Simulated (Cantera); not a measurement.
## Formation from one mole of F2

Standard-state values (1 bar) from the NASA 1993 polynomials, evaluated with Cantera. Values are per mole of reaction as written; species without (g) are pure solids or liquids, kept so even where they would boil at 1 bar. The tables' values for SiF2 are old estimates.

0.6667 C + F2(g) → 0.6667 CF3(g)

```json
[
 {"T (K)": "1198", "ΔH° (kJ)": "-314.7", "ΔS° (J/K)": "-32.1", "ΔG° (kJ)": "-276.2", "log10 K": "12.04"},
 {"T (K)": "1298", "ΔH° (kJ)": "-314.8", "ΔS° (J/K)": "-32.2", "ΔG° (kJ)": "-273.0", "log10 K": "10.98"},
 {"T (K)": "1398", "ΔH° (kJ)": "-314.8", "ΔS° (J/K)": "-32.3", "ΔG° (kJ)": "-269.8", "log10 K": "10.08"},
 {"T (K)": "1498", "ΔH° (kJ)": "-314.9", "ΔS° (J/K)": "-32.3", "ΔG° (kJ)": "-266.5", "log10 K": "9.29"},
 {"T (K)": "1598", "ΔH° (kJ)": "-315.1", "ΔS° (J/K)": "-32.4", "ΔG° (kJ)": "-263.3", "log10 K": "8.61"},
 {"T (K)": "1698", "ΔH° (kJ)": "-315.2", "ΔS° (J/K)": "-32.5", "ΔG° (kJ)": "-260.0", "log10 K": "8.00"}
]
```

Si + F2(g) → SiF2(g)

| T (K) | ΔH° (kJ) | ΔS° (J/K) | ΔG° (kJ) | log10 K | condensed phases |
|---|---|---|---|---|---|
| 1198 | -594.3 | 25.2 | -624.5 | 27.23 | Si(s) |
| 1298 | -595.2 | 24.5 | -627.0 | 25.23 | Si(s) |
| 1398 | -596.1 | 23.8 | -629.4 | 23.52 | Si(s) |
| 1498 | -597.1 | 23.2 | -631.8 | 22.03 | Si(s) |
| 1598 | -598.0 | 22.6 | -634.1 | 20.73 | Si(s) |
| 1698 | -649.3 | -7.8 | -636.1 | 19.57 | Si(l) |

Cu + F2(g) → CuF2(g)

```tsv
T (K)	ΔH° (kJ)	ΔS° (J/K)	ΔG° (kJ)	log10 K	condensed phases
1198	-274.2	20.4	-298.6	13.02	Cu(s)
1298	-275.4	19.5	-300.6	12.10	Cu(s)
1398	-289.8	8.8	-302.1	11.29	Cu(l)
1498	-291.2	7.9	-303.0	10.56	Cu(l)
1598	-292.5	7.0	-303.7	9.93	Cu(l)
1698	-293.9	6.2	-304.4	9.36	Cu(l)
```
